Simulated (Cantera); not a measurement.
A closed system holds: 1 mol C2H6, 0.051 mol H2O, at 2575 °C and 0.00100 bar.

Cantera equilibrium calculation (NASA polynomials, part measured and part estimated; ideal gas, pure solids and liquids). Candidate condensed phases: C, C6H6, C7H8, C8H18, H2O; 110 gas species. Equilibrium is a limit: real reactors are often held back by kinetics, nucleation or transport.

Base state: H 0.836, H2 0.0748, C3 0.0564, C 0.0110, CO 0.00832, C2 0.00556, C2H 0.00446, C2H2 (acetylene) 0.00292 (mole fractions); condensed: C(graphite).

Q: What changes in the equilibrium state with this change: temperature from 2575 °C to 1700 °C?

A: 
```csv
species,before,after
H2,0.0748,0.942
H,0.836,0.0415
CO,0.00832,0.0161
C3,0.0564,1.42e-8
C,0.0110,1.69e-8
C2,0.00556,1.19e-9
C5,0.000636,<1e-9
"C(graphite), mol",0.662,1.95
```

Q: What changes in the equilibrium state with this change: H2O from 0.051 to 2.5 mol?

A: 
```tsv
species	before	after
H	0.836	0.744
CO	0.00832	0.158
H2	0.0748	0.0593
C3	0.0564	<1e-9
O	<1e-9	0.0332
C	0.0110	1.03e-9
C2	0.00556	<1e-9
C2H	0.00446	<1e-9
OH	<1e-9	0.00423
C2H2 (acetylene)	0.00292	<1e-9
H2O	<1e-9	0.00115
C(graphite), mol	0.662	0
```

Q: What changes in the equilibrium state with this change: temperature from 2575 °C to 2650 °C?

A: 
| species | before | after |
|---|---|---|
| H | 0.836 | 0.830 |
| C3 | 0.0564 | 0.0801 |
| H2 | 0.0748 | 0.0449 |
| C | 0.0110 | 0.0201 |
| C4H2 | 4.76e-5 | 2.30e-5 |
| C2H2 (acetylene) | 0.00292 | 0.00157 |
| C2 | 0.00556 | 0.00952 |
| C4 | 0.000121 | 0.000182 |
| C(graphite), mol | 0.662 | 0 |
